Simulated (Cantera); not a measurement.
Standard-state values (1 bar) from the NASA 1993 polynomials, evaluated with Cantera. Values are per mole of reaction as written; species without (g) are pure solids or liquids, kept so even where they would boil at 1 bar.

4 N(g) + 3 Si = Si3N4

```csv
T (K),ΔH° (kJ),ΔS° (J/K),ΔG° (kJ),log10 K
300,-2635.6,-556.9,-2468.5,429.79
648,___,___,___,___
748,-2649.6,-587.4,-2210.2,154.34
848,-2651.1,-589.3,-2151.4,132.52
948,-2652.0,-590.3,-2092.4,115.29
1048,___,___,___,___
1148,-2652.5,-590.8,-1974.2,89.83
1248,-2652.2,-590.6,-1915.2,80.16
1348,-2651.6,-590.1,-1856.1,71.92
```

Some entries are withheld; supply them.


- 648, ΔH° (kJ): -2647.6
- 648, ΔS° (J/K): -584.5
- 648, ΔG° (kJ): -2268.8
- 648, log10 K: 182.88
- 1048, ΔH° (kJ): -2652.5
- 1048, ΔS° (J/K): -590.8
- 1048, ΔG° (kJ): -2033.3
- 1048, log10 K: 101.34
